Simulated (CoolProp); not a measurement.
Vapour-liquid equilibrium of carbon dioxide (1) + R134a (2) at 0.524 MPa; x and y are mole fractions of (1).

Values from CoolProp's multi-fluid Helmholtz-energy mixture model, Span 1996 and Tillner-Roth 1994; pair parameters Bell 2016.

| x | bubble temperature (K) | y at the bubble point | dew temperature at overall composition x (K) | liquid density (mol/L) |
|---|---|---|---|---|
| 0.05 | 281.3 | (withheld) | 288.8 | 12.71 |
| 0.15 | 264.9 | 0.624 | 285.5 | 13.92 |
| 0.25 | 252.2 | 0.800 | 282.0 | 15.11 |
| 0.35 | 242.8 | 0.885 | 278.1 | 16.30 |
| 0.45 | 235.9 | 0.930 | 273.9 | 17.53 |
| 0.55 | 230.7 | 0.955 | (withheld) | 18.83 |
| 0.65 | (withheld) | 0.971 | 263.4 | 20.24 |
| 0.75 | 223.4 | 0.982 | 256.4 | 21.81 |
| 0.85 | 220.6 | 0.990 | 247.1 | 23.58 |
| 0.95 | 218.1 | 0.997 | 231.8 | (withheld) |

**Question.** What belongs in the gaps?

**Answer.** 
- 0.05, y at the bubble point: 0.269
- 0.55, dew temperature at overall composition x (K): 269.0
- 0.65, bubble temperature (K): 226.7
- 0.95, liquid density (mol/L): 25.61

No azeotrope shows between x = 0.05 and 0.95.

The pair parameters rest on a limited set of measurements; away from them the model extrapolates.
